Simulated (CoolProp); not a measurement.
Vapour pressure (bar) of ethanol: the reference equation beside estimates from Tc = 241.6 °C, pc = 62.68 bar, ω = 0.644. Clausius-Clapeyron is anchored at 75.45 °C with a constant enthalpy of vaporisation of 39.36 kJ/mol.

Model: reference Helmholtz-energy equation of state, Schroeder 2014, in CoolProp.

```json
[
 {"T (°C)": "56.75", "reference": "0.4035", "Lee-Kesler": "0.3973", "Clausius-Clapeyron": "0.4169", "van der Waals": "7.889", "Redlich-Kwong": "2.485", "Soave-Redlich-Kwong": "0.3963", "Peng-Robinson": "0.4202"},
 {"T (°C)": "61.45", "reference": "0.4985", "Lee-Kesler": "0.4935", "Clausius-Clapeyron": "0.5100", "van der Waals": "8.520", "Redlich-Kwong": "2.840", "Soave-Redlich-Kwong": "0.4925", "Peng-Robinson": "0.5193"},
 {"T (°C)": "66.15", "reference": "0.6117", "Lee-Kesler": "0.6083", "Clausius-Clapeyron": "0.6204", "van der Waals": "9.183", "Redlich-Kwong": "3.232", "Soave-Redlich-Kwong": "0.6074", "Peng-Robinson": "0.6371"},
 {"T (°C)": "70.85", "reference": "0.7459", "Lee-Kesler": "0.7443", "Clausius-Clapeyron": "0.7507", "van der Waals": "9.880", "Redlich-Kwong": "3.662", "Soave-Redlich-Kwong": "0.7437", "Peng-Robinson": "0.7762"},
 {"T (°C)": "75.45", "reference": "0.9001", "Lee-Kesler": "0.9008", "Clausius-Clapeyron": "0.9001", "van der Waals": "10.59", "Redlich-Kwong": "4.122", "Soave-Redlich-Kwong": "0.9006", "Peng-Robinson": "0.9357"},
 {"T (°C)": "80.15", "reference": "1.084", "Lee-Kesler": "1.088", "Clausius-Clapeyron": "1.078", "van der Waals": "11.36", "Redlich-Kwong": "4.634", "Soave-Redlich-Kwong": "1.088", "Peng-Robinson": "1.125"},
 {"T (°C)": "84.85", "reference": "1.299", "Lee-Kesler": "1.305", "Clausius-Clapeyron": "1.286", "van der Waals": "12.16", "Redlich-Kwong": "5.192", "Soave-Redlich-Kwong": "1.306", "Peng-Robinson": "1.346"},
 {"T (°C)": "89.55", "reference": "1.547", "Lee-Kesler": "1.556", "Clausius-Clapeyron": "1.526", "van der Waals": "13.00", "Redlich-Kwong": "5.796", "Soave-Redlich-Kwong": "1.559", "Peng-Robinson": "1.600"},
 {"T (°C)": "94.25", "reference": "1.834", "Lee-Kesler": "1.844", "Clausius-Clapeyron": "1.803", "van der Waals": "13.87", "Redlich-Kwong": "6.449", "Soave-Redlich-Kwong": "1.849", "Peng-Robinson": "1.891"},
 {"T (°C)": "98.95", "reference": "2.162", "Lee-Kesler": "2.175", "Clausius-Clapeyron": "2.122", "van der Waals": "14.78", "Redlich-Kwong": "7.153", "Soave-Redlich-Kwong": "2.182", "Peng-Robinson": "2.224"}
]
```

Absolute difference from the reference over all 10 rows, mean and median: Lee-Kesler 0.6 and 0.6 %, Clausius-Clapeyron 1.4 and 1.4 %, van der Waals 1093.1 and 1012.3 %, Redlich-Kwong 354.7 and 342.7 %, Soave-Redlich-Kwong 0.7 and 0.7 %, Peng-Robinson 3.7 and 3.9 %.
